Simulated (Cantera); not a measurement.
A closed system holds: 1 mol Al(CH3)3, 2.5 mol N2O, 13 mol H2, 0.23 mol H2O, at 0.0100 bar.

Cantera equilibrium calculation (NASA polynomials, part measured and part estimated; ideal gas, pure solids and liquids). Candidate condensed phases: Al, AlN, Al2O3, C, C6H6, C7H8, C8H18, H2O; 148 gas species. The feed counts by its element totals alone. Mutual solubility and eutectic melting of coexisting phases are not modelled. Rates play no part.

x: gas mole fraction; n: condensed amount in mol.

| T (K) | x H2 | x CO | x N2 | x HCN | x H | x CH4 | n Al2O3(s) | n C(graphite) | n AlN(s) |
|---|---|---|---|---|---|---|---|---|---|
| 1025 | 0.826 | 0.0572 | 0.117 | 2.38e-6 | 3.96e-8 | ? | 0.500 | 1.76 | 0 |
| 1075 | 0.826 | 0.0573 | 0.117 | 4.92e-6 | 1.33e-7 | ? | 0.500 | 1.76 | 0 |
| 1125 | 0.826 | 0.0573 | 0.117 | 9.52e-6 | 4.04e-7 | ? | 0.500 | 1.77 | 0 |
| 1175 | 0.826 | 0.0573 | 0.117 | 1.74e-5 | 1.11e-6 | ? | 0.500 | 1.77 | 0 |
| 1225 | 0.826 | 0.0573 | 0.116 | 3.03e-5 | 2.83e-6 | ? | 0.500 | 1.77 | 0 |
| 1275 | 0.826 | 0.0573 | 0.116 | 5.05e-5 | 6.70e-6 | ? | 0.500 | 1.77 | 0 |
| 1325 | 0.826 | 0.0573 | 0.116 | 8.09e-5 | 1.49e-5 | ? | 0.500 | 1.77 | 0 |
| 1375 | 0.826 | 0.0573 | 0.116 | 0.000125 | 3.11e-5 | ? | 0.500 | 1.77 | 0 |
| 1425 | 0.826 | 0.0574 | 0.116 | 0.000188 | 6.20e-5 | ? | 0.499 | 1.76 | 0.00168 |
| 1475 | 0.799 | 0.104 | 0.0965 | 0.000245 | 0.000116 | ? | 0.143 | 0.693 | 0.714 |
| 1525 | 0.789 | 0.122 | 0.0889 | 0.000333 | 0.000210 | ? | 0 | 0.262 | 1.000 |
| 1575 | 0.789 | 0.122 | 0.0888 | 0.000463 | 0.000369 | ? | 0 | 0.258 | 1.000 |
| 1625 | 0.788 | 0.122 | 0.0887 | 0.000630 | 0.000626 | ? | 0 | 0.254 | 1.000 |

Q: What belongs in the gaps?

A: 
- 1025, x CH4: 0.000501
- 1075, x CH4: 0.000308
- 1125, x CH4: 0.000197
- 1175, x CH4: 0.000131
- 1225, x CH4: 8.96e-5
- 1275, x CH4: 6.32e-5
- 1325, x CH4: 4.58e-5
- 1375, x CH4: 3.40e-5
- 1425, x CH4: 2.57e-5
- 1475, x CH4: 1.86e-5
- 1525, x CH4: 1.42e-5
- 1575, x CH4: 1.13e-5
- 1625, x CH4: 9.14e-6
